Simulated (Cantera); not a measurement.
What does this Cantera script print?

```python
import numpy as np
import cantera as ct

gas_names = """
    B BH BH2 BH3 BO BO2 B2 B2O B2O2 B2O3 B3O3H3 H HBO HBO2 HO2 H2 H2O H2O2 H3B3O6 O OH O2 O3
""".split()
cond_names = """
    B(b) B(L) B2O3(L) B3O3H3(cr) H2O(s) H2O(L)
""".split()


# ... load() reads the species with a 1 bar reference pressure and builds the phases ...
atoms = {
    'B2H6': {'B': 2, 'H': 6},
    'H2O': {'H': 2, 'O': 1},
}
top_T = {}  # K; cautious upper limits of use, not melting points


# ... equilibrate(T, P, feed) seeds the gas with the atoms and calls Mixture.equilibrate('TP', solver="vcs", rtol=1e-11, max_steps=5000) ...
results = []
P = 30000  # Pa
for T in [1073, 1148, 1223, 1298, 1373, 1448, 1523, 1598, 1673, 1748]:
    for m in [1.7, 3.1, 4.5, 5.9, 7.3, 8.7, 10, 12, 13, 14]:
        feed = {'B2H6': 1, 'H2O': m}  # mol
        mix = equilibrate(T, P, feed)
        results.append((T, P, feed, dict(zip(mix.species_names, mix.species_moles))))

for T, P, feed, n in results:
    print(f"{T:7g} {feed['H2O']:10.4g}  " + (" + ".join(c for c in cond_names if n.get(c, 0) > 1e-12) or "gas only"))
```

Result:

```
   1073        1.7  B(b) + B2O3(L)
   1073        3.1  B2O3(L)
   1073        4.5  B2O3(L)
   1073        5.9  B2O3(L)
   1073        7.3  B2O3(L)
   1073        8.7  B2O3(L)
   1073         10  B2O3(L)
   1073         12  B2O3(L)
   1073         13  B2O3(L)
   1073         14  B2O3(L)
   1148        1.7  B(b) + B2O3(L)
   1148        3.1  B2O3(L)
   1148        4.5  B2O3(L)
   1148        5.9  B2O3(L)
   1148        7.3  B2O3(L)
   1148        8.7  B2O3(L)
   1148         10  B2O3(L)
   1148         12  B2O3(L)
   1148         13  B2O3(L)
   1148         14  B2O3(L)
   1223        1.7  B(b) + B2O3(L)
   1223        3.1  B2O3(L)
   1223        4.5  B2O3(L)
   1223        5.9  B2O3(L)
   1223        7.3  B2O3(L)
   1223        8.7  B2O3(L)
   1223         10  B2O3(L)
   1223         12  B2O3(L)
   1223         13  B2O3(L)
   1223         14  B2O3(L)
   1298        1.7  B(b) + B2O3(L)
   1298        3.1  B2O3(L)
   1298        4.5  B2O3(L)
   1298        5.9  B2O3(L)
   1298        7.3  B2O3(L)
   1298        8.7  B2O3(L)
   1298         10  B2O3(L)
   1298         12  B2O3(L)
   1298         13  B2O3(L)
   1298         14  B2O3(L)
   1373        1.7  B(b) + B2O3(L)
   1373        3.1  B2O3(L)
   1373        4.5  B2O3(L)
   1373        5.9  B2O3(L)
   1373        7.3  B2O3(L)
   1373        8.7  B2O3(L)
   1373         10  B2O3(L)
   1373         12  B2O3(L)
   1373         13  B2O3(L)
   1373         14  B2O3(L)
   1448        1.7  B(b) + B2O3(L)
   1448        3.1  B2O3(L)
   1448        4.5  B2O3(L)
   1448        5.9  B2O3(L)
   1448        7.3  B2O3(L)
   1448        8.7  B2O3(L)
   1448         10  B2O3(L)
   1448         12  B2O3(L)
   1448         13  B2O3(L)
   1448         14  B2O3(L)
   1523        1.7  B(b) + B2O3(L)
   1523        3.1  B2O3(L)
   1523        4.5  B2O3(L)
   1523        5.9  B2O3(L)
   1523        7.3  B2O3(L)
   1523        8.7  B2O3(L)
   1523         10  B2O3(L)
   1523         12  B2O3(L)
   1523         13  B2O3(L)
   1523         14  B2O3(L)
   1598        1.7  B(b) + B2O3(L)
   1598        3.1  B2O3(L)
   1598        4.5  B2O3(L)
   1598        5.9  B2O3(L)
   1598        7.3  B2O3(L)
   1598        8.7  B2O3(L)
   1598         10  B2O3(L)
   1598         12  B2O3(L)
   1598         13  B2O3(L)
   1598         14  B2O3(L)
   1673        1.7  B(b) + B2O3(L)
   1673        3.1  B2O3(L)
   1673        4.5  B2O3(L)
   1673        5.9  B2O3(L)
   1673        7.3  B2O3(L)
   1673        8.7  B2O3(L)
   1673         10  B2O3(L)
   1673         12  gas only
   1673         13  gas only
   1673         14  gas only
   1748        1.7  B(b) + B2O3(L)
   1748        3.1  B2O3(L)
   1748        4.5  B2O3(L)
   1748        5.9  B2O3(L)
   1748        7.3  B2O3(L)
   1748        8.7  gas only
   1748         10  gas only
   1748         12  gas only
   1748         13  gas only
   1748         14  gas only
```

These are equilibrium values from Cantera (NASA tables, ideal gas, pure condensed phases), not measurements of a reactor. The feed counts by its element totals alone. Mutual solubility and eutectic melting of coexisting phases are not modelled. Gases not in the tables: H3BO3.
